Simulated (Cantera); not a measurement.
A closed system holds: 1 mol Si₂Cl₆, 0.043 mol Cl₂, 37 mol N₂, equilibrated at 1327 °C and 0.00310 bar.

Method: chemical equilibrium by Gibbs-energy minimisation in Cantera with the NASA 1993 tables (ideal gas, pure condensed phases). Candidate condensed phases: Si, Si₃N₄; 13 gas species. The feed counts by its element totals alone. The tables' values for SiCl₃ are old estimates; treat these amounts as uncertain. Kinetics and transport are ignored.

Base state: N₂ 0.943, SiCl₂ 0.0212, SiCl₄ 0.0175, SiCl₃ 0.0123, Cl 0.00588 (mole fractions); condensed: gas only.

### Question
What changes in the equilibrium state with this change: Si₂Cl₆ replaced by SiCl₄?

### Answer
| species | before | after |
|---|---|---|
| N₂ | 0.943 | 0.960 |
| SiCl₄ | 0.0175 | 0.0174 |
| Cl | 0.00588 | 0.0143 |
| SiCl₂ | 0.0212 | 0.00357 |
| SiCl₃ | 0.0123 | 0.00501 |
| Cl₂ | 8.89e-6 | 5.24e-5 |
